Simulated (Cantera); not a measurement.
A perfectly stirred reactor is fed with 5.56 % C3H8, 19.9 % O2, 74.6 % N2, equivalence ratio 1.4, at 1.01 bar; it is adiabatic with a 550 K inlet, and is followed from long to short residence time, starting on the burning branch (τ in s: 0.044, 0.021, 0.01, 0.0048, 0.0023, 0.0011, 0.00052, 0.00025, 0.00012, 5.6e-05, 2.7e-05).

Computed with Cantera and GRI-Mech 3.0 (53 species, 325 reactions). GRI-Mech 3.0 was tuned for natural gas; its chemistry of propane as a main component is partial and can be far from experiment.

One state of this run: T (K) = 2141; x C3H8 = 9.65e-6; x O2 = 0.00168; x CH2O = 1.71e-5; x CH3 = 0.000149; x CO2 = 0.0530; x C2H = 9.24e-7. x: mole fraction; the columns are a selection and need not sum to one.

Which value of τ (s) does it belong to?
A. 0.0023
B. 0.010
C. 0.0048
D. 0.0011

D, 0.0011
